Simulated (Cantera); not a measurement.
Input: 1 mol Si(CH₃)₄, 7.2 mol H₂, equilibrated at 777 °C and 750 Torr.

Equilibrium computed with Cantera from the NASA thermochemical tables; the gas is ideal and each condensed phase is pure. Candidate condensed phases: C, C₆H₆, C₇H₈, C₈H₁₈, Si, SiC; 87 gas species. Kinetics and transport are ignored.

Base state: H₂ 0.948, CH₄ 0.0515 (mole fractions); condensed: C(graphite) + SiC(s).

Question: What changes in the equilibrium state with this change: temperature from 777 °C to 2000 °C?

Answer: 
```
species            before     after
----------------  -------  --------
H₂                  0.948     0.987
H                 7.90e-9   0.00835
C₂H₂ (acetylene)  3.92e-9   0.00373
CH₄                0.0515  0.000220
Si                  <1e-9   9.75e-5
SiH₂                <1e-9   5.46e-5
SiH                 <1e-9   3.74e-5
C(graphite), mol     2.35      2.90
SiC(s), mol          1.00     0.997
```
Gases not in the tables: Si₂H₆ and higher silanes.
